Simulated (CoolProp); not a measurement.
A Linde-Hampson liquefier for carbon monoxide: isothermal reversible compression at 280 K from 1 atm to 20 MPa, throttling to 1 atm, return gas leaving the recuperator 2 K below the feed. Each further row changes one setting.

The numbers come from the reference Helmholtz-energy equation of state, Lemmon 2006 in CoolProp. It is a short technical equation, of lower accuracy than the large ones.

```csv
case,liquid yield per pass,compression work (kJ/kg of gas)
as stated,(withheld),436
high pressure 40 MPa,(withheld),(withheld)
warm-end temperature 310 K,(withheld),(withheld)
warm-end gap 7 K,0.088,436
```

Q: Some entries are withheld; supply them.

A: 
- as stated, liquid yield per pass: 0.099
- high pressure 40 MPa, liquid yield per pass: 0.124
- high pressure 40 MPa, compression work (kJ/kg of gas): 500
- warm-end temperature 310 K, liquid yield per pass: 0.072
- warm-end temperature 310 K, compression work (kJ/kg of gas): 487
